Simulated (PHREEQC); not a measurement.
Synthetic water in mmol/kgw, 69 °C, pH 6.2:

| constituent | mmol/kgw |
|---|---|
| Na | 57 |
| K | 4.1 |
| Ca | 2.02 |
| Mg | 41.9 |
| Cl | 105 |
| S(6) | 6.66 |
| Alkalinity (meq/kgw) | 0.0149 |

Cl is adjusted to close the charge balance.
Valence states are taken as typed.

The numbers come from PHREEQC with the Pitzer model, pitzer.dat.

This is a speciation only: nothing precipitates in the calculation.

**Question.** Estimate the specific conductance.

**Answer.** specific conductance 30200 µS/cm.

**Question.** In which forms is C present?

**Answer.** HCO3- 55 %, CO2 45 % of the C.

Constants without temperature data keep their 25 °C values here.
